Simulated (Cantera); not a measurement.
**Halide evaporation, hydrolysis and transport: CuF₂ + H₂O + N₂**

Feed: 1 mol CuF₂, a varied amount of H₂O, 3.6 mol N₂, equilibrated at 2273 K and 1.00 bar.

Method: chemical equilibrium by Gibbs-energy minimisation in Cantera with the NASA 1993 tables (ideal gas, pure condensed phases). Candidate condensed phases: Cu, CuF₂, CuO, Cu(OH)₂, Cu₂O, H₂O; 45 gas species. The numbers say what is thermodynamically allowed, not how fast it happens.

From 0.09 mol H₂O to 0.75 mol H₂O nothing is condensed. From 1.1 mol H₂O to 9.5 mol H₂O the condensed part is Cu(l). The main Cu-bearing gas is CuF₂ at 0.09 mol H₂O and Cu at 9.5 mol H₂O.

```json
[
 {"n(H₂O) (mol)": "0.09", "log p N₂": "-0.15", "log p H₂O": "-8.84", "log p HF": "-1.45", "log p CuF": "-1.03", "log p CuF₂": "-1.00", "log p F": "-1.23", "log p O₂": "-2.14", "log p Cu": "-4.12", "n Cu(l)": "0"},
 {"n(H₂O) (mol)": "0.14", "log p N₂": "-0.16", "log p H₂O": "-8.20", "log p HF": "-1.27", "log p CuF": "-0.99", "log p CuF₂": "-1.04", "log p F": "-1.32", "log p O₂": "-1.94", "log p Cu": "-4.00", "n Cu(l)": "0"},
 {"n(H₂O) (mol)": "0.21", "log p N₂": "-0.17", "log p H₂O": "-7.50", "log p HF": "-1.10", "log p CuF": "-0.94", "log p CuF₂": "-1.13", "log p F": "-1.45", "log p O₂": "-1.76", "log p Cu": "-3.82", "n Cu(l)": "0"},
 {"n(H₂O) (mol)": "0.32", "log p N₂": "-0.19", "log p H₂O": "-6.54", "log p HF": "-0.93", "log p CuF": "-0.87", "log p CuF₂": "-1.33", "log p F": "-1.72", "log p O₂": "-1.58", "log p Cu": "-3.48", "n Cu(l)": "0"},
 {"n(H₂O) (mol)": "0.49", "log p N₂": "-0.21", "log p H₂O": "-4.16", "log p HF": "-0.78", "log p CuF": "-0.79", "log p CuF₂": "-2.24", "log p F": "-2.71", "log p O₂": "-1.41", "log p Cu": "-2.41", "n Cu(l)": "0"},
 {"n(H₂O) (mol)": "0.75", "log p N₂": "-0.24", "log p H₂O": "-1.73", "log p HF": "-0.70", "log p CuF": "-0.93", "log p CuF₂": "-3.50", "log p F": "-3.84", "log p O₂": "-1.34", "log p Cu": "-1.41", "n Cu(l)": "0"},
 {"n(H₂O) (mol)": "1.1", "log p N₂": "-0.27", "log p H₂O": "-1.27", "log p HF": "-0.66", "log p CuF": "-1.09", "log p CuF₂": "-3.83", "log p F": "-4.01", "log p O₂": "-1.30", "log p Cu": "-1.40", "n Cu(l)": "0.184"},
 {"n(H₂O) (mol)": "1.7", "log p N₂": "-0.30", "log p H₂O": "-0.92", "log p HF": "-0.65", "log p CuF": "-1.26", "log p CuF₂": "-4.17", "log p F": "-4.18", "log p O₂": "-1.29", "log p Cu": "-1.40", "n Cu(l)": "0.303"},
 {"n(H₂O) (mol)": "2.7", "log p N₂": "-0.36", "log p H₂O": "-0.66", "log p HF": "-0.69", "log p CuF": "-1.43", "log p CuF₂": "-4.52", "log p F": "-4.35", "log p O₂": "-1.33", "log p Cu": "-1.40", "n Cu(l)": "0.352"},
 {"n(H₂O) (mol)": "4.1", "log p N₂": "-0.43", "log p H₂O": "-0.49", "log p HF": "-0.74", "log p CuF": "-1.58", "log p CuF₂": "-4.83", "log p F": "-4.51", "log p O₂": "-1.38", "log p Cu": "-1.40", "n Cu(l)": "0.348"},
 {"n(H₂O) (mol)": "6.2", "log p N₂": "-0.52", "log p H₂O": "-0.36", "log p HF": "-0.82", "log p CuF": "-1.75", "log p CuF₂": "-5.15", "log p F": "-4.67", "log p O₂": "-1.46", "log p Cu": "-1.40", "n Cu(l)": "0.297"},
 {"n(H₂O) (mol)": "9.5", "log p N₂": "-0.63", "log p H₂O": "-0.26", "log p HF": "-0.93", "log p CuF": "-1.92", "log p CuF₂": "-5.51", "log p F": "-4.85", "log p O₂": "-1.55", "log p Cu": "-1.40", "n Cu(l)": "0.186"}
]
```
log p: log10 of the partial pressure in bar; n: condensed amount in mol.
